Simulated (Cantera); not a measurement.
A closed system holds: 1 mol BaCl2, 0.88 mol H2O, a varied amount of H2, at 1798.15 K and 290 Pa.

Method: chemical equilibrium by Gibbs-energy minimisation in Cantera with the NASA 1993 tables (ideal gas, pure condensed phases). Candidate condensed phases: Ba, BaCl2, BaO, Ba(OH)2, H2O; 19 gas species. Rates play no part.

Task: At 26 mol H2, list the 6 most abundant gas species with their mole fractions, and the condensed phases.

Result: H2 0.924, BaCl2 0.0334, H2O 0.0311, H 0.00629, HCl 0.00271, BaCl 0.00188. Condensed: gas only.
